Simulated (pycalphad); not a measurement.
Computed with pycalphad from the COST 507 light-alloy database (1999), at 1 atm. The data set is of 1999 and partly superseded. Kinetics are ignored, which matters at the lower temperatures.

Molar enthalpy of Si-2.688Fe (wt.%) in equilibrium (SER reference):

```json
[
 {"T (K)": "2250", "H (kJ/mol)": "98.86", "phases": "LIQUID"},
 {"T (K)": "2100", "H (kJ/mol)": "94.74", "phases": "LIQUID"},
 {"T (K)": "1950", "H (kJ/mol)": "90.62", "phases": "LIQUID"},
 {"T (K)": "1800", "H (kJ/mol)": "86.50", "phases": "LIQUID"},
 {"T (K)": "1725", "H (kJ/mol)": "84.44", "phases": "LIQUID"},
 {"T (K)": "1650", "H (kJ/mol)": "40.16", "phases": "DIAMOND_A4 + LIQUID"},
 {"T (K)": "1500", "H (kJ/mol)": "31.27", "phases": "DIAMOND_A4 + LIQUID"},
 {"T (K)": "1425", "H (kJ/mol)": "27.84", "phases": "DIAMOND_A4 + FESI2_H"},
 {"T (K)": "1350", "H (kJ/mol)": "25.73", "phases": "DIAMOND_A4 + FESI2_H"},
 {"T (K)": "1200", "H (kJ/mol)": "21.36", "phases": "DIAMOND_A4 + FESI2_L"},
 {"T (K)": "1050", "H (kJ/mol)": "17.31", "phases": "DIAMOND_A4 + FESI2_L"},
 {"T (K)": "900", "H (kJ/mol)": "13.37", "phases": "DIAMOND_A4 + FESI2_L"},
 {"T (K)": "750", "H (kJ/mol)": "9.54", "phases": "DIAMOND_A4 + FESI2_L"},
 {"T (K)": "600", "H (kJ/mol)": "5.83", "phases": "DIAMOND_A4 + FESI2_L"}
]
```

Cooling from 1725 K to 1425 K, across the freezing range, releases 56.6 kJ/mol, or 1990 J/g. The slope is 27 J/(mol K) in the liquid and 28 J/(mol K) just below the solidus, where it includes any heat of precipitation. Liquidus 1681 K, solidus 1478 K. Changes were sought between steps of 75 K, so a narrower field can be missed.

Database names, with the compositions (at.%) that they take in these runs: FESI2_H: Si 70 Fe 30; FESI2_L: Si 67 Fe 33. DIAMOND_A4 is diamond (Si).
